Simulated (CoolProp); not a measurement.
Vapour-liquid equilibrium of ethanol (1) + n-nonane (2) at 128 kPa; x and y are mole fractions of (1).

The numbers come from the multi-fluid Helmholtz-energy mixture model, Schroeder 2014 and Lemmon 2006; pair parameters Bell 2016 in CoolProp.

```csv
x,bubble temperature (°C),y at the bubble point,dew temperature at overall composition x (°C),liquid density (mol/L)
0.05,122.2,0.654,157.7,5.116
0.2,92.7,0.885,150.9,5.949
0.35,87.5,0.910,143.2,6.796
0.5,86.7,0.915,134.1,7.863
0.65,86.6,0.916,122.6,9.307
0.8,86.0,0.925,106.4,11.37
0.95,84.8,0.967,85.1,14.47
```

No azeotrope shows between x = 0.05 and 0.95.

Pair parameters are fitted to limited data, so mixtures are less certain than the pure fluids. With so large a gap from Raoult's law the liquid may split in two, which this calculation doesn't test in full.
